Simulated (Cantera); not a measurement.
Moist CO burnout

An isothermal, constant-pressure homogeneous reactor starts with CO : O2 : H2O : N2 = 0.0078 : 0.085 : 0.0011 : 1 (molar parts), equivalence ratio 0.046, at 1125 K and 13300 Pa.

Detailed kinetics in Cantera: GRI-Mech 3.0 (53 species, 325 reactions).

```
t (s)         x CO    x O2     x H2O      x OH     x NO2      x H2      x NO
--------  --------  ------  --------  --------  --------  --------  --------
7.00e-5    0.00713  0.0777   0.00101    <1e-12    <1e-12    <1e-12    <1e-12
0.000183   0.00713  0.0777   0.00101    <1e-12    <1e-12    <1e-12    <1e-12
0.000480   0.00713  0.0777   0.00101  2.95e-12    <1e-12    <1e-12    <1e-12
0.00126    0.00713  0.0777   0.00101  1.83e-11    <1e-12    <1e-12    <1e-12
0.00329    0.00713  0.0777   0.00101  1.17e-10    <1e-12    <1e-12    <1e-12
0.00863    0.00713  0.0777   0.00101  8.51e-10    <1e-12  6.20e-12    <1e-12
0.0226     0.00713  0.0777   0.00101   1.61e-8    <1e-12  2.14e-10    <1e-12
0.0592     0.00690  0.0775  0.000995   1.39e-5    <1e-12   7.25e-7  5.75e-11
0.155      0.00145  0.0749  0.000975   3.78e-5  9.19e-11   4.60e-6   6.81e-8
0.406     0.000192  0.0745   0.00100   1.40e-5  3.31e-10   5.60e-7   9.02e-8
1.06       2.63e-5  0.0744   0.00101   5.40e-6  7.30e-10   6.66e-8   9.68e-8
2.78       3.46e-6  0.0744   0.00101   2.13e-6   1.03e-9   8.60e-9   9.91e-8
7.29       4.16e-7  0.0744   0.00101   8.67e-7  9.51e-10   1.27e-9   1.00e-7
19.1       4.08e-8  0.0744   0.00101   3.88e-7  6.61e-10  2.35e-10   1.01e-7
50.0       2.45e-9  0.0744   0.00101   2.21e-7  5.03e-10  7.14e-11   1.01e-7
```
x: mole fraction; the columns are a selection and need not sum to one.

Equilibrium at this temperature and pressure: CO 1.92e-10, O2 0.0744, H2O 0.00101, OH 1.30e-7, NO2 3.69e-7, H2 2.46e-11, NO 6.85e-5 (gas phase only).
